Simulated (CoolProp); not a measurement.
Vapour-liquid equilibrium of n-hexane (1) + p-xylene (2) at 160.95 °C; x and y are mole fractions of (1).

Values from CoolProp's multi-fluid Helmholtz-energy mixture model, Thol 2019 and Zhou 2012; pair parameters Bell 2016.

| x | bubble pressure (MPa) | y at the bubble point | dew pressure at overall composition x (MPa) | liquid density (mol/L) |
|---|---|---|---|---|
| 0.05 | 0.2216 | 0.219 | (withheld) | 6.838 |
| 0.15 | 0.3033 | 0.470 | 0.2062 | 6.760 |
| 0.25 | 0.3806 | 0.612 | 0.2293 | 6.678 |
| 0.35 | 0.4544 | 0.706 | 0.2580 | 6.590 |
| 0.45 | (withheld) | 0.774 | (withheld) | 6.498 |
| 0.55 | 0.5958 | 0.827 | 0.3425 | 6.399 |
| 0.65 | 0.6656 | 0.872 | 0.4075 | 6.294 |
| 0.75 | 0.7365 | (withheld) | 0.4986 | 6.182 |
| 0.85 | 0.8098 | 0.948 | 0.6297 | (withheld) |
| 0.95 | 0.8871 | 0.983 | 0.8146 | 5.930 |

What belongs in the gaps?


- 0.05, dew pressure at overall composition x (MPa): 0.1872
- 0.45, bubble pressure (MPa): 0.5258
- 0.45, dew pressure at overall composition x (MPa): 0.2946
- 0.75, y at the bubble point: 0.911
- 0.85, liquid density (mol/L): 6.061

No azeotrope shows between x = 0.05 and 0.95.

Pair parameters are fitted to limited data, so mixtures are less certain than the pure fluids. The gap from Raoult's law changes sign with composition, which may be real or a fault of the pair parameters; it wasn't checked against measurements.
